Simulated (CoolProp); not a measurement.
Vapour pressure (MPa) of normal hydrogen: the reference equation beside estimates from Tc = -240.0 °C, pc = 1.296 MPa, ω = -0.219. Clausius-Clapeyron is anchored at -246.35 °C with a constant enthalpy of vaporisation of 0.7684 kJ/mol.

The numbers come from the reference Helmholtz-energy equation of state, Leachman 2009 in CoolProp.

```tsv
T (°C)	reference	Lee-Kesler	Clausius-Clapeyron	Redlich-Kwong	Soave-Redlich-Kwong
-250.35	0.1947	0.1949	0.2513	0.09767	0.1935
-249.55	0.2355	0.2357	0.2883	0.1307	0.2362
-248.75	0.2821	0.2822	0.3278	0.1710	0.2848
-247.95	0.3348	0.3348	0.3697	0.2195	(withheld)
-247.15	0.3940	0.3939	0.4139	0.2768	0.4014
-246.35	0.4602	0.4599	0.4602	0.3438	0.4700
-245.45	0.5436	0.5432	0.5148	0.4316	0.5559
-244.65	0.6262	0.6256	0.5653	0.5214	0.6404
-243.85	0.7172	0.7167	0.6176	0.6231	0.7329
-243.05	0.8174	0.8170	0.6716	0.7373	0.8336
-242.25	0.9272	0.9272	(withheld)	0.8645	0.9427
-241.45	1.048	1.048	0.7842	1.005	1.061
-240.65	1.180	1.181	0.8425	(withheld)	1.187
```

Question: Complete the blanks.

Answer: 
- -247.95, Soave-Redlich-Kwong: 0.3397
- -242.25, Clausius-Clapeyron: 0.7272
- -240.65, Redlich-Kwong: 1.161

Absolute difference from the reference over all 13 rows, mean and median: Lee-Kesler 0.1 and 0.1 %, Clausius-Clapeyron 15.8 and 16.2 %, Redlich-Kwong 22.8 and 20.6 %, Soave-Redlich-Kwong 1.5 and 1.7 %.
